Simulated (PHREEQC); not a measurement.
Consider water at 25 °C with 0.25 mol/kgw H2SO4, 0.0035 mol/kgw CuSO4 and 0.48 mol/kgw MnSO4. Closed to the air; pH follows from the charge balance.

The numbers come from PHREEQC with the ion-association model, phreeqc.dat.

Each row changes one thing in this solution. No solid was allowed to form.

```
case                                    pH  ionic strength (mol/kgw)  HSO4- (mol/kgw)  SO4-2 (mol/kgw)  Cu+2 (mol/kgw)  CuSO4 (mol/kgw)
------------------------------------  ----  ------------------------  ---------------  ---------------  --------------  ---------------
as made                               0.95                      1.19            0.349            0.185         0.00194          0.00156
temperature from 25 to 20 °C          0.94                      1.22            0.343            0.196         0.00192          0.00158
CuSO4 from 0.0035 to 0.00035 mol/kgw  0.95                      1.18            0.348            0.184             [?]              [?]
H2SO4 from 0.25 to 0.275 mol/kgw       [?]                      1.22            0.380            0.183         0.00197          0.00153
MnSO4 left out                        0.66                       [?]            0.221           0.0312         0.00247          0.00103
```

Question: Complete the blanks.

Answer: 
- CuSO4 from 0.0035 to 0.00035 mol/kgw, Cu+2 (mol/kgw): 0.000194
- CuSO4 from 0.0035 to 0.00035 mol/kgw, CuSO4 (mol/kgw): 0.000156
- H2SO4 from 0.25 to 0.275 mol/kgw, pH: 0.90
- MnSO4 left out, ionic strength (mol/kgw): 0.317

The ionic strength passes 0.7 mol/kgw, the rough limit of the ion-association models, in as made; temperature from 25 to 20 °C; CuSO4 from 0.0035 to 0.00035 mol/kgw; H2SO4 from 0.25 to 0.275 mol/kgw. Complexes and solids missing from the database can't appear.
